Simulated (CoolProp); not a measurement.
Diethyl ether along the isotherm 1.85 °C: fugacity coefficient from the reference equation and from simpler models built on Tc = 194.7 °C, pc = 3.717 MPa, ω = 0.282; each cubic takes its own stable root.

Values from CoolProp's reference Helmholtz-energy equation of state, Thol 2014.

```csv
p (MPa),phase,reference
0.0176,gas,0.9882
0.0334,liquid,0.7931
0.0634,liquid,0.4184
0.12,liquid,0.2216
0.228,liquid,0.1172
0.432,liquid,0.06241
0.818,liquid,0.03352
1.55,liquid,0.01827
2.94,liquid,0.01024
```

Task: How far does each simpler model (van der Waals, Redlich-Kwong, Soave-Redlich-Kwong, Peng-Robinson) lie from the reference over these 9 states: mean and median of the absolute difference, and the worst?

Result: 
- van der Waals: mean 541.8 %, median 700.4 %, worst +964.5 % at 1.85 °C and 2.94 MPa
- Redlich-Kwong: mean 100.6 %, median 124.9 %, worst +128.4 % at 1.85 °C and 2.94 MPa
- Soave-Redlich-Kwong: mean 0.7 %, median 0.9 %, worst -1.1 % at 1.85 °C and 0.0334 MPa
- Peng-Robinson: mean 1.4 %, median 1.6 %, worst +1.7 % at 1.85 °C and 0.0334 MPa

At some of these states van der Waals, Redlich-Kwong gives the other phase, because its saturation line lies elsewhere.
